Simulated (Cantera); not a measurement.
Feed: 1 mol C, 0.66 mol H2, at 11.0 mbar.

Equilibrium computed with Cantera from the NASA thermochemical tables; the gas is ideal and each condensed phase is pure. Candidate condensed phases: C, C6H6, C7H8, C8H18; 76 gas species. Rates play no part.

Task: At 1350 K, list the 3 most abundant gas species with their mole fractions, and the condensed phases.

Result: H2 1.000, CH4 6.34e-5, H 2.27e-5. Condensed: C(graphite).
